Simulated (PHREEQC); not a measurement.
Dissolve 56 mmol/kgw Na3PO4, 1.1 mmol/kgw NH4BF4 and 49 mmol/kgw K2HPO4 at 49 °C. Closed to the air; pH follows from the charge balance.

Equilibrium calculation in PHREEQC: ion-association model, phreeqc.dat.

Each row changes one thing in this solution. Precipitation was switched off in this run.

| case | pH | ionic strength (mol/kgw) | HPO4-2 (mol/kgw) | PO4-3 (mol/kgw) | NaHPO4- (mol/kgw) | KHPO4- (mol/kgw) |
|---|---|---|---|---|---|---|
| as made | 11.01 | 0.443 | 0.0567 | 0.0423 | 0.00394 | 0.00209 |
| diluted 10-fold with water | 10.80 | 0.0389 | 0.00917 | 0.00110 | 0.000143 | 8.24e-5 |
| diluted 2-fold with water | 11.04 | 0.215 | 0.0332 | 0.0170 | 0.00148 | 0.000818 |
| NH4BF4 replaced by NH4HCO3 at the same molality | 11.04 | ___ | 0.0544 | 0.0448 | 0.00376 | 0.00199 |
| Na3PO4 from 0.056 to 0.028 mol/kgw | 10.78 | ___ | 0.0545 | 0.0180 | 0.00218 | 0.00238 |
| K2HPO4 from 0.049 to 0.0539 mol/kgw | 10.97 | ___ | 0.0605 | 0.0429 | 0.00415 | 0.00241 |
| NH4BF4 left out | 11.07 | ___ | 0.0529 | 0.0464 | 0.00366 | 0.00194 |
| NH4BF4 from 0.0011 to 0.00011 mol/kgw | 11.06 | 0.452 | 0.0533 | 0.0460 | 0.00369 | 0.00195 |
| temperature from 49 to 25 °C | 11.32 | ___ | 0.0519 | 0.0473 | 0.00381 | 0.00202 |

Task: Fill in the missing entries.

Result: 
- NH4BF4 replaced by NH4HCO3 at the same molality, ionic strength (mol/kgw): 0.449
- Na3PO4 from 0.056 to 0.028 mol/kgw, ionic strength (mol/kgw): 0.286
- K2HPO4 from 0.049 to 0.0539 mol/kgw, ionic strength (mol/kgw): 0.458
- NH4BF4 left out, ionic strength (mol/kgw): 0.453
- temperature from 49 to 25 °C, ionic strength (mol/kgw): 0.454

Complexes and solids missing from the database can't appear. Constants without temperature data keep their 25 °C values here. Real BF4- forms and hydrolyses slowly; the run takes it at equilibrium.
